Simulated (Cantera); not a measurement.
Feed: 1 mol Si, 18 mol HBr, 11 mol H2, held at 51.0 mbar.

Method: chemical equilibrium by Gibbs-energy minimisation in Cantera with the NASA 1993 tables (ideal gas, pure condensed phases). Candidate condensed phases: Br2, Si; 19 gas species. The tables' values for SiBr3 are old estimates; treat these amounts as uncertain. Rates play no part.

log p: log10 of the partial pressure in bar; nothing condenses.

```tsv
T (K)	log p HBr	log p H2	log p SiBr4	log p SiBr2	log p SiBr3	log p Br
898	-1.59	-1.63	-2.74	-8.38	-6.95	-7.10
948	-1.59	-1.63	-2.74	___	-6.42	___
998	-1.59	-1.63	-2.74	___	-5.95	___
1048	-1.59	-1.63	-2.74	-6.06	-5.52	-5.83
1098	-1.59	-1.63	-2.75	-5.43	-5.13	-5.48
1148	-1.59	-1.63	-2.75	-4.86	-4.79	-5.17
1198	-1.59	-1.63	-2.77	-4.36	-4.48	-4.88
1248	-1.59	-1.63	-2.80	-3.91	-4.22	-4.61
1298	-1.59	-1.64	-2.86	-3.54	-4.01	-4.35
```

Q: Fill in the missing entries.

A: 
- 948, log p SiBr2: -7.52
- 948, log p Br: -6.63
- 998, log p SiBr2: -6.75
- 998, log p Br: -6.21
